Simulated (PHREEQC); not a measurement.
Solution (25 °C): 110 mmol/kgw HCl and 120 mmol/kgw ZnSO4. Closed to the air; pH follows from the charge balance.

The numbers come from PHREEQC with the ion-association model, phreeqc.dat.

| Quantity | Value |
|---|---|
| pH | 1.31 |
| ionic strength | 0.339 mol/kgw |
| activity of water | 0.994 |
| density | 1.017 g/cm³ |
| total alkalinity | -110 meq/kg |

| species | molality | activity | log γ |
|---|---|---|---|
| Cl- | 0.104 | 0.0704 | -0.169 |
| Zn+2 | 0.0778 | 0.0192 | -0.607 |
| H+ | 0.0631 | 0.0491 | -0.109 |
| HSO4- | 0.0469 | 0.0343 | -0.136 |
| SO4-2 | 0.0300 | 0.00718 | -0.620 |
| ZnSO4 | 0.0300 | 0.0324 | 0.034 |
| Zn(SO4)2-2 | 0.00660 | 0.00189 | -0.543 |
| ZnCl+ | 0.00537 | 0.00364 | -0.168 |
| ZnCl2 | 0.000249 | 0.000269 | 0.034 |
| ZnCl3- | 3.13e-5 | 2.12e-5 | -0.168 |
| ZnCl4-2 | 3.03e-6 | 7.50e-7 | -0.607 |

This is a speciation only: nothing precipitates in the calculation. Complexes and solids missing from the database can't appear.
